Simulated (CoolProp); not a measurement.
CH2F2 (R32) along the isotherm 435 K: fugacity coefficient from the reference equation and from simpler models built on Tc = 351.3 K, pc = 57.83 bar, ω = 0.277; each cubic takes its own stable root.

The numbers come from the reference Helmholtz-energy equation of state, Tillner-Roth 1997 in CoolProp.

```json
[
 {"p (bar)": "18.1", "phase": "gas", "reference": "0.9456"},
 {"p (bar)": "36.1", "phase": "gas", "reference": "0.8938"},
 {"p (bar)": "54.2", "phase": "gas", "reference": "0.8440"},
 {"p (bar)": "72.3", "phase": "supercritical", "reference": "0.7966"},
 {"p (bar)": "90.4", "phase": "supercritical", "reference": "0.7518"},
 {"p (bar)": "108", "phase": "supercritical", "reference": "0.7110"},
 {"p (bar)": "126", "phase": "supercritical", "reference": "0.6724"},
 {"p (bar)": "145", "phase": "supercritical", "reference": "0.6354"}
]
```

Question: How far does each simpler model (van der Waals, Redlich-Kwong, Soave-Redlich-Kwong, Peng-Robinson) lie from the reference over these 8 states: mean and median of the absolute difference, and the worst?

Answer: 
- van der Waals: mean 1.6 %, median 1.3 %, worst -3.7 % at 435 K and 145 bar
- Redlich-Kwong: mean 0.6 %, median 0.7 %, worst -1.0 % at 435 K and 126 bar
- Soave-Redlich-Kwong: mean 4.1 %, median 3.9 %, worst +8.3 % at 435 K and 145 bar
- Peng-Robinson: mean 0.7 %, median 0.3 %, worst +2.2 % at 435 K and 145 bar
